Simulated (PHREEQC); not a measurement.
Dissolve 0.09 mol Pb(NO3)2 and 0.0062 mol NaHSO4 per kg of water at 69 °C. Closed to the air; pH follows from the charge balance.

Computed with PHREEQC (ion-association model, wateq4f.dat).

Each row changes one thing in this solution. Precipitation was switched off in this run.

| case | pH | ionic strength (mol/kgw) | NO3- (mol/kgw) |
|---|---|---|---|
| as made | 2.37 | 0.210 | 0.149 |
| 0.0015 mol/kgw Al(NO3)3 added | 2.37 | 0.217 | 0.153 |
| diluted 2-fold with water | 2.64 | 0.113 | 0.0785 |
| temperature from 69 to 85 °C | 2.40 | 0.213 | 0.150 |
| 0.047 mol/kgw H2SO4 added | 1.29 | 0.259 | 0.152 |
| Pb(NO3)2 replaced by Zn(NO3)2 at the same molality | 2.38 | 0.274 | 0.180 |
| Pb(NO3)2 replaced by Ca(NO3)2 at the same molality | 2.40 | 0.274 | 0.180 |
| NaHSO4 left out | 4.36 | 0.205 | 0.148 |

Some of these states are supersaturated (in Anglesite, Pb(OH)2, for instance). At this temperature some constants are extrapolated from 25 °C, and those without enthalpy data are left unchanged.
